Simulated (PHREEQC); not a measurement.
Solution (25 °C and 50 atm): 0.12 mol (NH4)2SiF6 and 0.0014 mol H2SO4 per kg of water. Closed to the air; pH follows from the charge balance.

Equilibrium calculation in PHREEQC: ion-association model, phreeqc.dat.

Task: The ionic strength comes out as 0.362 mol/kgw. What activity coefficients do F-, NH4SO4-, HSO4-, HF2-, NH4+ get?

Result: F- 0.66, NH4SO4- 0.73, HSO4- 0.73, HF2- 0.73, NH4+ 0.62.

Precipitation was switched off in this run. Examples of supersaturated solids here: Quartz (slow to form), Chalcedony (slow to form). Others may be too. Under pressure, the constants of complexes without a molar volume in the database are unreliable. SiF6-2 is the database's only silicon fluoride.
